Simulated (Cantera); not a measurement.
**Equilibrium for fluorocarbon and chlorocarbon gases: CH3Cl + H2**

Feed: 1 mol CH3Cl, 6.2 mol H2, held at 1.33 mbar.

These are equilibrium values from Cantera (NASA tables, ideal gas, pure condensed phases), not measurements of a reactor. Candidate condensed phases: C, C6H6, C7H8, C8H18; 91 gas species. The numbers say what is thermodynamically allowed, not how fast it happens.

```
T (K)  log p H2  log p H  log p HCl  log p Cl  n C(graphite)
-----  --------  -------  ---------  --------  -------------
2098      -2.97    -4.00      -3.84     -5.00          0.980
2148      -2.98    -3.87      -3.85     -4.88          0.974
2198      -3.00    -3.75      -3.87     -4.77          0.966
2248      -3.02    -3.64      -3.90     -4.66          0.956
2298      -3.05    -3.54      -3.93     -4.57          0.945
2348      -3.08    -3.45      -3.97     -4.49          0.932
2398      -3.12    -3.36      -4.02     -4.41          0.916
2448      -3.17    -3.28      -4.08     -4.35          0.897
2498      -3.23    -3.22      -4.15     -4.29          0.873
2548      -3.29    -3.16      -4.23     -4.24          0.839
2598      -3.37    -3.10      -4.32     -4.21          0.786
2648      -3.46    -3.06      -4.42     -4.18          0.693
```
log p: log10 of the partial pressure in bar; n: condensed amount in mol.

From 2098 K to 2648 K the condensed part is C(graphite). The main C-bearing gas is C2H2 (acetylene) throughout. The share of C in condensed phases is highest at 2098 K (98.0 %) and lowest at 2648 K (69.3 %).
